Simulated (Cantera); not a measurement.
Feed: 1 mol SiH2Cl2, 3.6 mol N2, equilibrated at 10000 Pa.

These are equilibrium values from Cantera (NASA tables, ideal gas, pure condensed phases), not measurements of a reactor. Candidate condensed phases: NH4Cl, Si, Si3N4; 28 gas species. N2 is the only nitrogen source here; it is nearly inert below about 1500 K, so the nitride shown seldom forms there in practice. The tables' values for SiCl3, SiCl are old estimates; treat these amounts as uncertain. Kinetics and transport are ignored.

x: gas mole fraction; n: condensed amount in mol.

| T (K) | x N2 | x HCl | x H2 | x SiCl2 | x SiCl4 | x SiCl3 | n Si3N4(s) |
|---|---|---|---|---|---|---|---|
| 1400 | 0.629 | 0.245 | 0.0816 | 0.00438 | 0.0338 | 0.00590 | 0.260 |
| 1450 | 0.628 | 0.242 | 0.0818 | 0.00928 | 0.0293 | 0.00863 | 0.254 |
| 1500 | 0.627 | 0.236 | 0.0831 | 0.0179 | 0.0236 | 0.0115 | 0.244 |
| 1550 | 0.626 | 0.226 | 0.0861 | 0.0309 | 0.0169 | 0.0137 | 0.229 |
| 1600 | 0.625 | 0.210 | 0.0910 | [?] | [?] | 0.0143 | [?] |
| 1650 | 0.625 | 0.191 | 0.0979 | 0.0658 | 0.00583 | 0.0132 | 0.186 |
| 1700 | 0.626 | [?] | 0.106 | [?] | [?] | 0.0111 | [?] |
| 1750 | 0.627 | 0.149 | 0.115 | 0.0987 | 0.00135 | 0.00866 | 0.141 |

### Question
Fill in the missing entries.

### Answer

- 1700, x HCl: 0.170
- 1700, x SiCl2: 0.0833
- 1700, x SiCl4: 0.00289
- 1700, n Si3N4(s): 0.163
- 1600, x SiCl2: 0.0476
- 1600, x SiCl4: 0.0106
- 1600, n Si3N4(s): 0.209
